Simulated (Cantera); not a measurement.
Input: 1 mol HMDSO, 1.3 mol N2O, held at 280 Pa.

Cantera equilibrium calculation (NASA polynomials, part measured and part estimated; ideal gas, pure solids and liquids). Candidate condensed phases: C, C6H6, C7H8, C8H18, H2O, Si, SiC, SiO2, Si2N2O, Si3N4; 151 gas species. The feed counts by its element totals alone. Mutual solubility and eutectic melting of coexisting phases are not modelled. Kinetics and transport are ignored. All values below are at 1098 K.

Base state: H2 0.894, N2 0.0565, CO 0.0492, CH4 8.18e-5, H2O 1.13e-5 (mole fractions); condensed: C(graphite) + SiO2(β-quartz) + Si2N2O(s).

**Question.** What changes in the equilibrium state with this change: pressure from 280 Pa to 37.0 Pa?

**Answer.** 
```
species               before    after
-------------------  -------  -------
H2                     0.894    0.849
CO                    0.0492    0.123
N2                    0.0565   0.0283
CH4                  8.18e-5  9.75e-6
H2O                  1.13e-5  3.54e-6
C(graphite), mol        5.50     4.70
SiO2(β-quartz), mol    0.537        0
Si2N2O(s), mol         0.732     1.00
```
